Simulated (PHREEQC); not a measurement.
Synthetic water in mmol/kgw, 25 °C, pH 2.07: Na 91; K 2.71; Ca 3.45; Mg 13.4; Cl 29.5; S(6) 58.9.

Valence states are taken as typed.

Computed with PHREEQC (Pitzer model, pitzer.dat).

Each row changes one thing in this solution. This is a speciation only: nothing precipitates in the calculation.

| case | ionic strength (mol/kgw) | SO4-2 (mol/kgw) | HSO4- (mol/kgw) | SI of Gypsum (CaSO4:2H2O) | SI of Halite (NaCl) |
|---|---|---|---|---|---|
| as made | 0.202 | 0.0472 | 0.0117 | -0.55 | -4.43 |
| K from 2.71 to 8.13 mmol/kgw | ___ | 0.0472 | 0.0117 | -0.56 | -4.44 |
| Mg from 13.4 to 6.7 mmol/kgw | 0.187 | ___ | 0.0122 | ___ | -4.43 |
| temperature from 25 to 75 °C at the same typed pH | ___ | 0.0295 | 0.0294 | ___ | -4.47 |

Question: Some entries are withheld; supply them.

Answer: 
- K from 2.71 to 8.13 mmol/kgw, ionic strength (mol/kgw): 0.204
- Mg from 13.4 to 6.7 mmol/kgw, SO4-2 (mol/kgw): 0.0467
- Mg from 13.4 to 6.7 mmol/kgw, SI of Gypsum (CaSO4:2H2O): -0.54
- temperature from 25 to 75 °C at the same typed pH, ionic strength (mol/kgw): 0.175
- temperature from 25 to 75 °C at the same typed pH, SI of Gypsum (CaSO4:2H2O): -0.64

Constants without temperature data keep their 25 °C values here.
